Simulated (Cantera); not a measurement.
Feed: 1 mol PbO, 25 mol H2, 0.022 mol O2, at 1073.15 K and 1900 Pa.

Equilibrium computed with Cantera from the NASA thermochemical tables; the gas is ideal and each condensed phase is pure. Candidate condensed phases: H2O, Pb, PbO, PbO2, Pb3O4; 12 gas species. Kinetics and transport are ignored.

**Question.** What is the equilibrium state?

**Answer.** 
```
Quantity                               Result
----------------------------------  ---------
x(H2)                                   0.955
x(H2O)                                 0.0416
x(Pb)                                 0.00386
n(Pb(l))                            0.903 mol
gas amount                          25.10 mol
log10 activity of PbO2(s) (absent)     -17.94
```
